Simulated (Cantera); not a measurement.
A closed system holds: 1 mol Si, 3.1 mol HBr, 7.7 mol N₂, equilibrated at 1250 K and 0.0100 bar.

Equilibrium computed with Cantera from the NASA thermochemical tables; the gas is ideal and each condensed phase is pure. Candidate condensed phases: Br₂, Si, Si₃N₄; 28 gas species. N₂ is the only nitrogen source here; it is nearly inert below about 1500 K, so the nitride shown seldom forms there in practice. The tables' values for SiBr₃ are old estimates; treat these amounts as uncertain. The numbers say what is thermodynamically allowed, not how fast it happens.

Base state: N₂ 0.708, HBr 0.238, H₂ 0.0341, SiBr₄ 0.0150, SiBr₂ 0.00203, Br 0.00195, SiBr₃ 0.000759, SiHBr₃ 4.62e-5 (mole fractions); condensed: Si₃N₄(s).

### Question
What changes in the equilibrium state with this change: pressure from 0.0100 bar to 1.00 bar?

### Answer
```json
[
 {"species": "N₂", "before": "0.708", "after": "0.715"},
 {"species": "HBr", "before": "0.238", "after": "0.214"},
 {"species": "H₂", "before": "0.0341", "after": "0.0472"},
 {"species": "SiBr₄", "before": "0.0150", "after": "0.0234"},
 {"species": "SiBr₂", "before": "0.00203", "after": "5.44e-5"},
 {"species": "Br", "before": "0.00195", "after": "0.000148"},
 {"species": "SiBr₃", "before": "0.000759", "after": "0.000155"},
 {"species": "SiHBr₃", "before": "4.62e-5", "after": "0.000111"},
 {"species": "Br₂", "before": "1.02e-5", "after": "5.92e-6"},
 {"species": "Si₃N₄(s), mol", "before": "0.273", "after": "0.254"}
]
```

### Question
What changes in the equilibrium state with this change: HBr from 3.1 to 13 mol?

### Answer
```
species          before     after
-------------  --------  --------
HBr               0.238     0.467
N₂                0.708     0.387
H₂               0.0341    0.0943
SiBr₄            0.0150    0.0430
SiHBr₃          4.62e-5  0.000187
SiBr₃          0.000759   0.00185
SiBr₂           0.00203   0.00420
Br₂             1.02e-5   1.41e-5
Si₃N₄(s), mol     0.273   0.00777
```

### Question
What changes in the equilibrium state with this change: temperature from 1250 K to 1723 K?

### Answer
| species | before | after |
|---|---|---|
| N₂ | 0.708 | 0.704 |
| H₂ | 0.0341 | 0.101 |
| SiBr₂ | 0.00203 | 0.0886 |
| HBr | 0.238 | 0.0821 |
| SiBr₄ | 0.0150 | 1.97e-5 |
| Br | 0.00195 | 0.0227 |
| SiBr | 3.74e-9 | 0.000583 |
| Si | <1e-9 | 4.75e-5 |
| H | 8.93e-7 | 0.000579 |
| SiHBr₃ | 4.62e-5 | 3.18e-6 |
| SiBr₃ | 0.000759 | 0.000423 |
| Si₃N₄(s), mol | 0.273 | 0.00690 |
The tables' values for SiBr, SiBr₃ are old estimates; treat these amounts as uncertain.
